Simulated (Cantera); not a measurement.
A closed system holds: 1 mol V2O5, 51 mol H2, 0.05 mol H2O, held at 1175 K and 10.0 mbar.

Equilibrium computed with Cantera from the NASA thermochemical tables; the gas is ideal and each condensed phase is pure. Candidate condensed phases: H2O, V, VO, V2O3, V2O4, V2O5; 12 gas species. Condensed phases not in the tables: the oxides between V2O3 and V2O5 other than VO2. Kinetics and transport are ignored.

Base state: H2 0.960, H2O 0.0402 (mole fractions); condensed: V2O3(s).

Q: What changes in the equilibrium state with this change: temperature from 1175 K to 1775 K?

A: 
```csv
species,before,after
H2,0.960,0.957
H2O,0.0402,0.0401
H,1.20e-6,0.00283
VO2,<1e-9,4.59e-5
"V2O3(s), mol",1.00,0.999
```
